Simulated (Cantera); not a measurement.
Input (Python, Cantera) and output of one run.

```python
import numpy as np
import cantera as ct

gas_names = """
    C CN CO CO2 C2 CCN CNC C2N2 C2O C3 C3O2 C4 C4N2 C5 Cu CuO Cu2 N NCO NO NO2 NO3 N2 N2O O O2 O3
""".split()
cond_names = """
    C(gr) Cu(cr) Cu(L) CuO(s) Cu2O(s) Cu2O(L)
""".split()


# ... load() reads the species with a 1 bar reference pressure and builds the phases ...
atoms = {
    'CuO': {'Cu': 1, 'O': 1},
    'CO': {'C': 1, 'O': 1},
    'N2': {'N': 2},
}
top_T = {'C(gr)': 4500, 'CuO(s)': 1390}  # K; cautious upper limits of use, not melting points


# ... equilibrate(T, P, feed) seeds the gas with the atoms and calls Mixture.equilibrate('TP', solver="vcs", rtol=1e-11, max_steps=5000) ...
results = []
feed = {'CuO': 1, 'CO': 3.4, 'N2': 8.1}  # mol
P = 91  # Pa
for T in [1250, 1350, 1450, 1550, 1650, 1750, 1850, 1950, 2050, 2150, 2250, 2350, 2450]:
    mix = equilibrate(T, P, feed)
    results.append((T, P, feed, dict(zip(mix.species_names, mix.species_moles))))
    x = sorted(zip(gas.X, gas.species_names), reverse=True)
    print(f"T = {T:g} K  P = {P:g} Pa  gas = {mix.phase_moles(0):.4g} mol")
    print("   x: " + "  ".join(f"{s} {v:.3e}" for v, s in x if v > 0.0001))
    print("   condensed (mol): " + ("  ".join(f"{mix.phase(i).name} {mix.phase_moles(i):.4g}"
          for i in range(1, mix.n_phases) if mix.phase_moles(i) > 1e-12) or "none"))
```

It prints:

```
T = 1250 K  P = 91 Pa  gas = 11.5 mol
   x: N2 7.043e-01  CO 2.087e-01  CO2 8.695e-02
   condensed (mol): Cu(cr) 0.9994
T = 1350 K  P = 91 Pa  gas = 11.51 mol
   x: N2 7.040e-01  CO 2.086e-01  CO2 8.691e-02  Cu 5.376e-04
   condensed (mol): Cu(cr) 0.9938
T = 1450 K  P = 91 Pa  gas = 11.54 mol
   x: N2 7.017e-01  CO 2.079e-01  CO2 8.663e-02  Cu 3.779e-03
   condensed (mol): Cu(L) 0.9563
T = 1550 K  P = 91 Pa  gas = 11.74 mol
   x: N2 6.900e-01  CO 2.044e-01  CO2 8.518e-02  Cu 2.040e-02
   condensed (mol): Cu(L) 0.7603
T = 1650 K  P = 91 Pa  gas = 12.5 mol
   x: N2 6.480e-01  CO 1.920e-01  CO2 8.000e-02  Cu 7.987e-02
   condensed (mol): none
T = 1750 K  P = 91 Pa  gas = 12.5 mol
   x: N2 6.480e-01  CO 1.920e-01  CO2 7.998e-02  Cu 7.994e-02
   condensed (mol): none
T = 1850 K  P = 91 Pa  gas = 12.5 mol
   x: N2 6.479e-01  CO 1.921e-01  Cu 7.996e-02  CO2 7.987e-02
   condensed (mol): none
T = 1950 K  P = 91 Pa  gas = 12.5 mol
   x: N2 6.477e-01  CO 1.925e-01  Cu 7.995e-02  CO2 7.936e-02  O 1.761e-04  NO 1.549e-04  O2 1.385e-04
   condensed (mol): none
T = 2050 K  P = 91 Pa  gas = 12.52 mol
   x: N2 6.466e-01  CO 1.943e-01  Cu 7.985e-02  CO2 7.719e-02  O 8.441e-04  O2 6.848e-04  NO 4.531e-04
   condensed (mol): none
T = 2150 K  P = 91 Pa  gas = 12.58 mol
   x: N2 6.434e-01  CO 2.000e-01  Cu 7.949e-02  CO2 7.032e-02  O 3.199e-03  O2 2.439e-03  NO 1.095e-03
   condensed (mol): none
T = 2250 K  P = 91 Pa  gas = 12.7 mol
   x: N2 6.368e-01  CO 2.113e-01  Cu 7.872e-02  CO2 5.640e-02  O 9.126e-03  O2 5.567e-03  NO 2.065e-03
   condensed (mol): none
T = 2350 K  P = 91 Pa  gas = 12.88 mol
   x: N2 6.275e-01  CO 2.253e-01  Cu 7.764e-02  CO2 3.869e-02  O 1.970e-02  O2 8.100e-03  NO 3.044e-03
   condensed (mol): none
T = 2450 K  P = 91 Pa  gas = 13.07 mol
   x: N2 6.179e-01  CO 2.372e-01  Cu 7.649e-02  O 3.367e-02  CO2 2.292e-02  O2 8.121e-03  NO 3.661e-03
   condensed (mol): none
```

Cantera equilibrium calculation (NASA polynomials, part measured and part estimated; ideal gas, pure solids and liquids).
